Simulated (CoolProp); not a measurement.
Properties of ammonia along the isotherm 452.9 K.

Computed with CoolProp (reference Helmholtz-energy equation of state, Gao 2020).

```csv
p (MPa),phase,cv (kJ/(kg K)),speed of sound (m/s),Joule-Thomson coefficient (K/MPa)
1.42,gas,1.941,518.5,7.323
2.84,gas,2.002,509.1,7.188
4.26,gas,2.065,499.4,7.045
5.68,gas,2.132,489.4,6.893
7.1,gas,2.201,479.1,6.728
8.52,gas,2.273,468.6,6.547
9.94,gas,2.348,457.8,6.345
11.4,supercritical,2.428,446.7,6.107
12.8,supercritical,2.507,436.1,5.842
14.2,supercritical,2.587,426.1,5.529
15.6,supercritical,2.666,417.4,5.152
17,supercritical,2.737,411.4,4.698
```
